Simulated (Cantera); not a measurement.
**Premixed flame**

A freely propagating, adiabatic, planar premixed flame of 39.9 % H₂, 12.6 % O₂, 47.5 % N₂, equivalence ratio 1.6, unburnt at 575 K and 1580 Torr; mixture-averaged transport, grid criteria slope 0.08 and curve 0.16, no radiation.

Model: the H2/O2 subset of GRI-Mech 3.0, which has no nitrogen chemistry, integrated in Cantera. The hydrogen kinetics of GRI-Mech 3.0 are dated; newer H2 mechanisms differ, most at raised pressure. Burning velocities carry a grid error of a few per cent, more on coarse grids.

```
z (mm)   T (K)  u (m/s)   x H₂      x O₂   x H₂O₂       x H       x O      x OH
-------  -----  -------  -----  --------  -------  --------  --------  --------
-0.507     575     8.79  0.399     0.126    <1e-8     <1e-8     <1e-8     <1e-8
-0.338     575     8.79  0.399     0.126    <1e-8     <1e-8     <1e-8     <1e-8
-0.253     575     8.79  0.399     0.126    <1e-8     <1e-8     <1e-8     <1e-8
-0.169     575     8.79  0.399     0.126    <1e-8   1.46e-8     <1e-8     <1e-8
-0.0845    597     9.07  0.394     0.126  5.36e-6  0.000138   8.88e-6   5.67e-5
-0.0422    840     12.4  0.360     0.120  2.84e-5   0.00652  0.000331  0.000962
0         1287     18.5  0.262    0.0838  6.77e-6    0.0397   0.00366   0.00309
0.0422    1605     22.7  0.169    0.0292  2.58e-6    0.0718   0.00586   0.00707
0.0845    1753     24.7  0.141   0.00929  1.55e-6    0.0768   0.00488   0.00902
0.169     1895     26.4  0.138   0.00334  8.67e-7    0.0665   0.00372    0.0101
0.338     2035     28.1  0.144   0.00204  4.66e-7    0.0511   0.00255   0.00991
0.676     2164     29.6  0.150   0.00116  2.56e-7    0.0365   0.00149   0.00867
1.35      2269     30.7  0.155  0.000567  1.43e-7    0.0245  0.000732   0.00673
```
x: mole fraction of selected species; z is measured from the peak of heat release.

- laminar burning velocity = 879 cm/s
- thermal thickness = 0.169 mm
- peak x(H₂O₂) = 2.87e-5
- peak x(H) = 0.0770
- peak x(O) = 0.00588
- peak x(OH) = 0.0101
